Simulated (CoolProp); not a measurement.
Computed with CoolProp (reference Helmholtz-energy equation of state, McLinden 2015).

For the fluoroketone C6F12O (FK-5-1-12), give the phase and the speed of sound (m/s), isothermal compressibility (1/MPa), fugacity coefficient at 427.1 K and 5.95 bar; 427.1 K and 9.35 bar.


- 427.1 K and 5.95 bar: gas; speed of sound 93.1, isothermal compressibility 1.99, fugacity coefficient 0.877
- 427.1 K and 9.35 bar: gas; speed of sound 82.1, isothermal compressibility 1.50, fugacity coefficient 0.807
